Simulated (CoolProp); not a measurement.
Vapour-liquid equilibrium of ethane (1) + n-perfluorobutane (2) at -65.95 °C; x and y are mole fractions of (1).

Computed with CoolProp (multi-fluid Helmholtz-energy mixture model, Bücker 2006 and Gao 2022; pair parameters Bell 2016).

```json
[
 {"x": "0.05", "bubble pressure, mixture model (kPa)": "47.32", "bubble pressure, Raoult's law (kPa)": "17.49", "y, mixture model": "0.943", "y, Raoult's law": "0.850"},
 {"x": "0.125", "bubble pressure, mixture model (kPa)": "109.6", "bubble pressure, Raoult's law (kPa)": "39.58", "y, mixture model": "0.976", "y, Raoult's law": "0.939"},
 {"x": "0.2", "bubble pressure, mixture model (kPa)": "159.6", "bubble pressure, Raoult's law (kPa)": "61.67", "y, mixture model": "0.984", "y, Raoult's law": "0.964"},
 {"x": "0.275", "bubble pressure, mixture model (kPa)": "194.7", "bubble pressure, Raoult's law (kPa)": "83.76", "y, mixture model": "0.987", "y, Raoult's law": "0.976"},
 {"x": "0.35", "bubble pressure, mixture model (kPa)": "216.4", "bubble pressure, Raoult's law (kPa)": "105.9", "y, mixture model": "0.989", "y, Raoult's law": "0.983"},
 {"x": "0.425", "bubble pressure, mixture model (kPa)": "228.4", "bubble pressure, Raoult's law (kPa)": "127.9", "y, mixture model": "0.990", "y, Raoult's law": "0.988"},
 {"x": "0.5", "bubble pressure, mixture model (kPa)": "234.4", "bubble pressure, Raoult's law (kPa)": "150.0", "y, mixture model": "0.990", "y, Raoult's law": "0.991"},
 {"x": "0.575", "bubble pressure, mixture model (kPa)": "237.9", "bubble pressure, Raoult's law (kPa)": "172.1", "y, mixture model": "0.991", "y, Raoult's law": "0.993"},
 {"x": "0.65", "bubble pressure, mixture model (kPa)": "241.3", "bubble pressure, Raoult's law (kPa)": "194.2", "y, mixture model": "0.991", "y, Raoult's law": "0.995"},
 {"x": "0.725", "bubble pressure, mixture model (kPa)": "246.5", "bubble pressure, Raoult's law (kPa)": "216.3", "y, mixture model": "0.991", "y, Raoult's law": "0.996"},
 {"x": "0.8", "bubble pressure, mixture model (kPa)": "254.6", "bubble pressure, Raoult's law (kPa)": "238.4", "y, mixture model": "0.992", "y, Raoult's law": "0.998"},
 {"x": "0.875", "bubble pressure, mixture model (kPa)": "266.6", "bubble pressure, Raoult's law (kPa)": "260.5", "y, mixture model": "0.994", "y, Raoult's law": "0.999"},
 {"x": "0.95", "bubble pressure, mixture model (kPa)": "283.3", "bubble pressure, Raoult's law (kPa)": "282.6", "y, mixture model": "0.997", "y, Raoult's law": "1.000"}
]
```

The largest gap from Raoult's law is +176.9 % in bubble pressure, at x = 0.125. No azeotrope shows between x = 0.05 and 0.95.

Pair parameters are fitted to limited data, so mixtures are less certain than the pure fluids. With so large a gap from Raoult's law the liquid may split in two, which this calculation doesn't test in full.
